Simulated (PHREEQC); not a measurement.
PHREEQC input (ion-association model, wateq4f.dat):

```
SOLUTION_MASTER_SPECIES
  Amm  AmmH+  0  AmmH  17.031  # ammonia with no redox link, constants of NH4+
SOLUTION_SPECIES
  AmmH+ = AmmH+
    -log_k 0
  AmmH+ = Amm + H+
    -log_k -9.252
    -delta_h 12.48 kcal
    -analytic 0.6322 -0.001225 -2835.76
    -gamma 2.5 0.0
  AmmH+ + SO4-2 = AmmHSO4-
    -log_k 1.11
    -gamma 5.0 0.0
PHASES
  Amm(g)
    Amm = Amm
    -log_k 1.770
    -delta_h -8.170 kcal
EXCHANGE_SPECIES
  AmmH+ + X- = AmmHX
    -log_k 0.6
SOLUTION 1
  temp 25
  units mol/kgw
  pH 7 charge
  S(6) 0.00018
  Ca 0.00018
  F 0.00044
  Na 0.00044
SOLUTION 2
  temp 25
  units mol/kgw
  pH 7 charge
  F 0.190758
  Na 0.00026
  Si 8.3e-05
  Amm 0.000166
END
SELECTED_OUTPUT 1
  -reset false
  -pH true
  -pe true
  -ionic_strength true
  -water true
  -totals Amm Ca F Na S Si S(-2) S(6)
  -molalities H+ Ca+2 F- Na+ SO4-2 H4SiO4 H3SiO4- H2SiO4-2 CaSO4 NaSO4-
    CaOH+ HSO4- H2S HS- S-2 O2 OH- CaF+ CaHSO4+ SiF6-2
    HF HF2- H2F2 NaF AmmH+ Amm AmmHSO4-
  -equilibrium_phases Gypsum Fluorite Portlandite SiO2(a) Mirabilite
PRINT
  -reset false
MIX 1
  1 1
  2 0
EQUILIBRIUM_PHASES 1
  Gypsum 0 0
  Fluorite 0 0
  Portlandite 0 0
  SiO2(a) 0 0
  Mirabilite 0 0
  O2(g) -0.68 10
END
# ... the last block is repeated for the other 20 points of share of solution B
```

Selected output (columns that matter, 18 of 21 rows; share of solution B added in front):

```
share of solution B	pH	mu	Amm	Ca	F	Na	S	Si	m_H+	m_Ca+2	m_F-	m_Na+	m_SO4-2	Fluorite
0	7.1028	0.0011264	0	0.00017529	0.00043059	0.00044	0.00018	0	8.1805e-08	0.00017033	0.00042989	0.00043957	0.00017525	4.7062e-06
0.05	2.673	0.0028496	8.3e-06	6.9135e-06	0.0096277	0.000431	0.000171	4.15e-06	0.0022414	6.6831e-06	0.0023076	0.00043024	0.00014537	0.00016409
0.1	2.5046	0.0039151	1.66e-05	3.6138e-06	0.019155	0.000422	0.000162	8.3e-06	0.0033291	3.4837e-06	0.0032845	0.0004211	0.00012946	0.00015839
0.2	2.3436	0.0054321	3.32e-05	2.033e-06	0.03822	0.000404	0.000144	1.66e-05	0.0048669	1.9535e-06	0.0045292	0.00040295	0.00010653	0.00014197
0.25	2.2931	0.0060431	4.15e-05	1.7212e-06	0.047753	0.000395	0.000135	2.075e-05	0.0054849	1.6522e-06	0.0049814	0.00039391	9.7088e-05	0.00013328
0.3	2.2522	0.006595	4.98e-05	1.5135e-06	0.057286	0.000386	0.000126	2.49e-05	0.0060426	1.4516e-06	0.0053663	0.00038488	8.8434e-05	0.00012449
0.35	2.2179	0.007102	5.81e-05	1.3648e-06	0.06682	0.000377	0.000117	2.905e-05	0.0065547	1.3081e-06	0.005701	0.00037586	8.0371e-05	0.00011564
0.4	2.1883	0.0075734	6.64e-05	1.2529e-06	0.076354	0.000368	0.000108	3.32e-05	0.0070306	1.2002e-06	0.0059968	0.00036685	7.2771e-05	0.00010675
0.45	2.1624	0.0080159	7.47e-05	1.1655e-06	0.085887	0.000359	9.9e-05	3.735e-05	0.0074771	1.1161e-06	0.0062615	0.00035785	6.5547e-05	9.7835e-05
0.55	2.1184	0.0088318	9.13e-05	1.0375e-06	0.10495	0.000341	8.1e-05	4.565e-05	0.0083	9.9287e-07	0.0067187	0.00033986	5.1992e-05	7.9963e-05
0.6	2.0995	0.0092116	9.96e-05	9.8906e-07	0.11449	0.000332	7.2e-05	4.98e-05	0.0086829	9.4635e-07	0.0069188	0.00033087	4.5577e-05	7.1011e-05
0.65	2.0821	0.0095758	0.0001079	9.4789e-07	0.12402	0.000323	6.3e-05	5.395e-05	0.00905	9.0681e-07	0.0071035	0.00032189	3.9364e-05	6.2052e-05
0.7	2.066	0.0099262	0.0001162	9.124e-07	0.13356	0.000314	5.4e-05	5.81e-05	0.009403	8.7275e-07	0.0072749	0.0003129	3.333e-05	5.3088e-05
0.75	2.051	0.010264	0.0001245	8.8148e-07	0.14309	0.000305	4.5e-05	6.225e-05	0.0097436	8.4309e-07	0.0074346	0.00030392	2.7455e-05	4.4119e-05
0.8	2.0371	0.010591	0.0001328	8.5428e-07	0.15262	0.000296	3.6e-05	6.64e-05	0.010073	8.1702e-07	0.0075841	0.00029494	2.1724e-05	3.5146e-05
0.9	2.0117	0.011216	0.0001494	8.0858e-07	0.17169	0.000278	1.8e-05	7.47e-05	0.010702	7.7327e-07	0.0078568	0.00027699	1.0642e-05	1.7191e-05
0.95	2	0.011515	0.0001577	7.8919e-07	0.18123	0.000269	9e-06	7.885e-05	0.011003	7.5473e-07	0.0079817	0.00026801	5.2705e-06	8.2108e-06
1	1.989	0.011805	0.000166	0	0.19076	0.00026	0	8.3e-05	0.011297	0	0.0080995	0.00025904	0	0
```

wateq4f.dat counts part of the HF as a dimer, H2F2, which phreeqc.dat doesn't know; its constant is uncertain. SiF6-2 is the database's only silicon fluoride.
